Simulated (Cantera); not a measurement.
Input: 1 mol SiHCl3, 1.5 mol HCl, a varied amount of H2, held at 1423.15 K and 1 atm.

These are equilibrium values from Cantera (NASA tables, ideal gas, pure condensed phases), not measurements of a reactor. Candidate condensed phases: Si; 19 gas species. The tables' values for SiCl3 are old estimates; treat these amounts as uncertain. Kinetics and transport are ignored.

x: gas mole fraction; n: condensed amount in mol.

```json
[
 {"n(H2) (mol)": "49", "x H2": "0.935", "x HCl": "0.0504", "x SiCl2": "0.00817", "x SiHCl3": "0.00226", "n Si(s)": "0.252"},
 {"n(H2) (mol)": "62", "x H2": "0.946", "x HCl": "0.0441", "x SiCl2": "0.00620", "x SiHCl3": "0.00150", "n Si(s)": "0.335"},
 {"n(H2) (mol)": "79", "x H2": "0.955", "x HCl": "___", "x SiCl2": "___", "x SiHCl3": "___", "n Si(s)": "___"},
 {"n(H2) (mol)": "100", "x H2": "0.963", "x HCl": "___", "x SiCl2": "___", "x SiHCl3": "___", "n Si(s)": "___"},
 {"n(H2) (mol)": "130", "x H2": "0.970", "x HCl": "0.0268", "x SiCl2": "0.00223", "x SiHCl3": "0.000327", "n Si(s)": "0.589"},
 {"n(H2) (mol)": "160", "x H2": "0.975", "x HCl": "0.0228", "x SiCl2": "0.00161", "x SiHCl3": "0.000201", "n Si(s)": "0.650"},
 {"n(H2) (mol)": "210", "x H2": "0.980", "x HCl": "0.0182", "x SiCl2": "0.00102", "x SiHCl3": "0.000103", "n Si(s)": "0.721"},
 {"n(H2) (mol)": "260", "x H2": "0.984", "x HCl": "0.0152", "x SiCl2": "0.000708", "x SiHCl3": "5.91e-5", "n Si(s)": "0.768"},
 {"n(H2) (mol)": "340", "x H2": "0.987", "x HCl": "0.0120", "x SiCl2": "0.000439", "x SiHCl3": "2.89e-5", "n Si(s)": "0.817"}
]
```

Question: Complete the blanks.

Answer: 
- 79, x HCl: 0.0380
- 79, x SiCl2: 0.00455
- 79, x SiHCl3: 0.000947
- 79, n Si(s): 0.421
- 100, x HCl: 0.0324
- 100, x SiCl2: 0.00328
- 100, x SiHCl3: 0.000584
- 100, n Si(s): 0.503
